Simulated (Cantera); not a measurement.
A freely propagating, adiabatic, planar premixed flame of CH₃OH : O₂ : N₂ = 1 : 1.7 : 5.8 (molar parts), equivalence ratio 0.88, unburnt at 450 K and 1.30 bar; mixture-averaged transport, grid criteria slope 0.08 and curve 0.16, no radiation.

Model: GRI-Mech 3.0 (53 species, 325 reactions), integrated in Cantera. GRI-Mech 3.0 was tuned for natural gas; its chemistry of methanol as a main component is partial and can be far from experiment. Burning velocities carry a grid error of a few per cent, more on coarse grids.

### Question
How do the results move with these cheaper or finer settings: unity-Lewis-number transport; multicomponent transport; multicomponent+Soret transport; grid criteria slope 0.5, curve 1; grid criteria slope 0.25, curve 0.5; grid criteria slope 0.03, curve 0.06?

### Answer
```csv
setting,laminar burning velocity,thermal thickness,peak x(HCN),peak x(HCO),grid points
as above,73.0 cm/s,0.249 mm,7.94e-8,0.000184,129
unity-Lewis-number transport,57.6 cm/s,0.292 mm,1.31e-7,0.000154,145
multicomponent transport,73.3 cm/s,0.253 mm,8.01e-8,0.000185,129
multicomponent+Soret transport,71.6 cm/s,0.256 mm,7.80e-8,0.000181,129
"grid criteria slope 0.5, curve 1",84.7 cm/s,0.266 mm,8.38e-8,0.000188,35
"grid criteria slope 0.25, curve 0.5",78.0 cm/s,0.257 mm,7.90e-8,0.000184,56
"grid criteria slope 0.03, curve 0.06",71.1 cm/s,0.248 mm,7.72e-8,0.000181,350
```
The base run took very roughly 20 core-seconds.
Unity Lewis numbers drop preferential diffusion, which matters most where H2 and H carry the flame; Soret adds thermal diffusion.
